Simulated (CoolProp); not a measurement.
CF4 (R14) along the isotherm -30.95 °C: Z from the reference equation and from simpler models built on Tc = -45.8 °C, pc = 3.762 MPa, ω = 0.178; each cubic takes its own stable root.

Computed with CoolProp (reference Helmholtz-energy equation of state, Platzer 1990). This equation is an older, rougher fit; its heat capacities, sound speeds and derivatives of the liquid may be far off and weren't checked against measurements.

| p (MPa) | phase | reference |
|---|---|---|
| 0.0595 | gas | 0.9956 |
| 0.106 | gas | 0.9921 |
| 0.188 | gas | 0.9859 |
| 0.335 | gas | 0.9748 |
| 0.595 | gas | 0.9547 |
| 1.06 | gas | 0.9177 |
| 1.88 | gas | 0.8480 |
| 3.35 | gas | 0.7000 |
| 5.95 | supercritical | 0.3562 |
| 10.6 | supercritical | 0.4467 |
| 18.8 | supercritical | 0.6953 |

Problem. How far does each simpler model (van der Waals, Redlich-Kwong, Soave-Redlich-Kwong, Peng-Robinson) lie from the reference over these 11 states: mean and median of the absolute difference, and the worst?

Solution. 
- van der Waals: mean 6.1 %, median 0.6 %, worst +26.7 % at -30.95 °C and 18.8 MPa
- Redlich-Kwong: mean 1.4 %, median 0.2 %, worst +6.0 % at -30.95 °C and 10.6 MPa
- Soave-Redlich-Kwong: mean 2.2 %, median 0.1 %, worst +12.6 % at -30.95 °C and 5.95 MPa
- Peng-Robinson: mean 1.9 %, median 1.0 %, worst -7.0 % at -30.95 °C and 18.8 MPa
